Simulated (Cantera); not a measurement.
Input: 1 mol Al, 3.1 mol HCl, 480 mol H₂, equilibrated at 58.0 mbar.

These are equilibrium values from Cantera (NASA tables, ideal gas, pure condensed phases), not measurements of a reactor. Candidate condensed phases: Al, AlCl₃; 12 gas species. The tables' values for AlCl₂ are old estimates; treat these amounts as uncertain. Equilibrium is a limit: real reactors are often held back by kinetics, nucleation or transport. All values below are at 1273 K.

Base state: H₂ 0.996, HCl 0.00226, AlCl₃ 0.000940, AlCl 0.000928, AlCl₂ 0.000202 (mole fractions); condensed: gas only.

What changes in the equilibrium state with this change: HCl from 3.1 to 1.5 mol?


| species | before | after |
|---|---|---|
| H₂ | 0.996 | 0.997 |
| AlCl | 0.000928 | 0.00182 |
| HCl | 0.00226 | 0.000636 |
| AlCl₃ | 0.000940 | 0.000145 |
| AlCl₂ | 0.000202 | 0.000111 |
